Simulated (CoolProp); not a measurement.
Vapour-liquid equilibrium of CH2F2 (R32) (1) + R125 (2) at 0.175 bar; x and y are mole fractions of (1).

Values from CoolProp's multi-fluid Helmholtz-energy mixture model, Tillner-Roth 1997 and Lemmon 2005; pair parameters Lemmon 2004.

### Question
Give the bubble temperature and the first vapour's composition at x = 0.05, 0.2, 0.5. Is there an azeotrope?

### Answer
x = 0.05: 194.7 K, y = 0.063; x = 0.2: 194.1 K, y = 0.245; x = 0.5: 193.0 K, y = 0.559. y crosses x between x = 0.8 and 0.95: the model has an azeotrope there.

Pair parameters are fitted to limited data, so mixtures are less certain than the pure fluids.
